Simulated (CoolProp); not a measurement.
Vapour-liquid equilibrium of CH2F2 (R32) (1) + fluoroethane (R161) (2) at 228 K; x and y are mole fractions of (1).

Values from CoolProp's multi-fluid Helmholtz-energy mixture model, Tillner-Roth 1997 and Wu 2012; pair parameters Bell 2016.

Question: Give the bubble pressure and the first vapour's composition at x = 0.25, 0.45, 0.65. Is there an azeotrope?

Answer: x = 0.25: 0.09302 MPa, y = 0.415; x = 0.45: 0.1070 MPa, y = 0.611; x = 0.65: 0.1194 MPa, y = 0.767. No azeotrope shows between x = 0.05 and 0.95.

Pair parameters are fitted to limited data, so mixtures are less certain than the pure fluids.
